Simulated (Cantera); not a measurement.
Chemical vapour transport: Fe₂O₃ + H₂O + N₂ + HCl

Input: 1 mol Fe₂O₃, 0.14 mol H₂O, 0.13 mol N₂, 0.0032 mol HCl, held at 3.40 bar.

Cantera equilibrium calculation (NASA polynomials, part measured and part estimated; ideal gas, pure solids and liquids). Candidate condensed phases: Fe, FeCl₂, FeCl₃, FeO, Fe(OH)₂, Fe(OH)₃, Fe₂O₃, Fe₃O₄, H₂O, NH₄Cl; 37 gas species. Mutual solubility and eutectic melting of coexisting phases are not modelled. Rates play no part.

From 1123 K to 1373 K the condensed part is Fe₂O₃(s). From 1423 K to 1723 K the condensed part is Fe₂O₃(s) + Fe₃O₄(s). At 1773 K the condensed part is Fe₃O₄(s). The main Fe-bearing gas is FeCl₂ throughout.

```csv
T (K),x H₂O,x N₂,x O₂,x HCl,x NO,x OH,x Cl,n Fe₂O₃(s),n Fe₃O₄(s)
1123,0.512,0.476,4.32e-7,0.0117,1.16e-7,6.18e-8,2.44e-7,1.00,0
1173,0.512,0.476,9.32e-7,0.0117,2.59e-7,1.57e-7,4.56e-7,1.00,0
1223,0.512,0.476,1.87e-6,0.0117,5.39e-7,3.70e-7,8.09e-7,1.00,0
1273,0.512,0.476,3.54e-6,0.0117,1.06e-6,8.15e-7,1.37e-6,1.00,0
1323,0.512,0.476,1.03e-5,0.0117,2.50e-6,1.90e-6,2.52e-6,1.000,0
1373,0.512,0.476,4.88e-5,0.0117,7.35e-6,4.81e-6,5.10e-6,1.000,0
1423,0.512,0.476,0.000206,0.0117,2.00e-5,1.14e-5,9.80e-6,1.000,0.000233
1473,0.512,0.475,0.000786,0.0117,5.08e-5,2.54e-5,1.80e-5,0.999,0.000890
1523,0.511,0.474,0.00275,0.0116,0.000121,5.36e-5,3.18e-5,0.995,0.00309
1573,0.508,0.471,0.00885,0.0115,0.000273,0.000108,5.39e-5,0.985,0.00994
1623,0.499,0.463,0.0265,0.0113,0.000580,0.000206,8.78e-5,0.955,0.0301
1673,0.474,0.440,0.0740,0.0107,0.00116,0.000373,0.000136,0.868,0.0883
1723,0.412,0.381,0.195,0.00918,0.00212,0.000622,0.000196,0.601,0.266
1773,0.318,0.294,0.377,0.00699,0.00310,0.000888,0.000242,0,0.667
```
x: gas mole fraction; n: condensed amount in mol.
